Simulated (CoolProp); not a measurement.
Values from CoolProp's reference Helmholtz-energy equation of state, Lemmon 2006. It is a short technical equation, of lower accuracy than the large ones.

Problem. For C2F6 (R116), give the phase and the Joule-Thomson coefficient (K/MPa), conductivity (mW/(m K)), Prandtl number at 366.1 K and 0.101 MPa.

Solution. 
- 366.1 K and 0.101 MPa: gas; Joule-Thomson coefficient 4.76, conductivity 20.1, Prandtl number 0.743

Viscosity comes from a separate model (Huber 2003), an estimate that may be off by 10 % or more. Thermal conductivity comes from a separate model (Huber 2003), an estimate that may be off by 10 % or more.
